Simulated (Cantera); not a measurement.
Cantera run, input and output.

```python
import numpy as np
import cantera as ct

gas = ct.Solution("gri30.yaml")
gas.TPX = 775, 2000000, {'CH4': 1, 'C2H6': 1.1, 'C3H8': 0.036, 'O2': 5.48, 'N2': 20.6}
inlet = ct.Reservoir(gas, clone=True)
gas.equilibrate("HP")  # start burning
reactor = ct.IdealGasConstPressureReactor(gas, energy="on", clone=False)
exhaust = ct.Reservoir(gas, clone=True)
tau = [0.17, 0.083, 0.04, 0.02, 0.0096, 0.0047, 0.0023, 0.0011, 0.00054, 0.00027, 0.00013, 6.3e-05, 3.1e-05][0]
for a, b in ((inlet, reactor), (reactor, exhaust)):
    ct.MassFlowController(a, b, mdot=lambda t: reactor.mass / tau)
net = ct.ReactorNet([reactor])
show = ['CH4', 'C2H6', 'C3H8', 'N2O', 'HCN', 'H2O', 'H2O2']

rows = []
print(f"{'tau/s':>10s}{'T/K':>9s}" + "".join(f"{s:>11s}" for s in show))
for tau in [0.17, 0.083, 0.04, 0.02, 0.0096, 0.0047, 0.0023, 0.0011, 0.00054, 0.00027, 0.00013, 6.3e-05, 3.1e-05]:
    net.initial_time = 0.0
    net.advance(30 * tau)
    before = gas.X
    net.advance(40 * tau)
    drift = np.max(np.abs(gas.X - before) / (gas.X + 1e-9))
    rows.append([gas.T, *gas[show].X, drift])
    print(f"{tau:10.3e}{gas.T:9.1f}" + "".join(f"{x:11.3e}" for x in gas[show].X))
```

Result:

```
     tau/s      T/K        CH4       C2H6       C3H8        N2O        HCN        H2O       H2O2
 1.700e-01   2576.5  1.025e-07  3.481e-09  1.603e-10  3.964e-07  5.740e-08  1.723e-01  2.003e-07
 8.300e-02   2576.4  2.091e-07  7.125e-09  3.279e-10  3.972e-07  1.093e-07  1.723e-01  2.012e-07
 4.000e-02   2576.3  4.300e-07  1.477e-08  6.788e-10  3.990e-07  2.154e-07  1.723e-01  2.032e-07
 2.000e-02   2575.9  8.456e-07  2.947e-08  1.351e-09  4.022e-07  4.092e-07  1.722e-01  2.069e-07
 9.600e-03   2575.1  1.702e-06  6.114e-08  2.789e-09  4.088e-07  7.881e-07  1.722e-01  2.146e-07
 4.700e-03   2573.6  3.274e-06  1.240e-07  5.603e-09  4.204e-07  1.422e-06  1.720e-01  2.287e-07
 2.300e-03   2570.4  6.052e-06  2.506e-07  1.113e-08  4.398e-07  2.404e-06  1.718e-01  2.539e-07
 1.100e-03   2564.2  1.084e-05  5.157e-07  2.223e-08  4.701e-07  3.832e-06  1.713e-01  2.976e-07
 5.400e-04   2553.9  1.814e-05  1.030e-06  4.252e-08  5.093e-07  5.625e-06  1.706e-01  3.633e-07
 2.700e-04   2538.7  2.900e-05  2.012e-06  7.859e-08  5.533e-07  7.775e-06  1.695e-01  4.556e-07
 1.300e-04   2515.8  4.708e-05  4.063e-06  1.479e-07  5.985e-07  1.048e-05  1.680e-01  5.894e-07
 6.300e-05   2485.1  7.737e-05  8.156e-06  2.745e-07  6.328e-07  1.366e-05  1.660e-01  7.674e-07
 3.100e-05   2445.7  1.317e-04  1.629e-05  5.076e-07  6.481e-07  1.742e-05  1.637e-01  1.002e-06
```

Cantera simulation using GRI-Mech 3.0 (53 species, 325 reactions); the numbers are that mechanism's predictions, not measurements. The pressure lies above the range GRI-Mech 3.0 was tuned for (to about 10 atm).
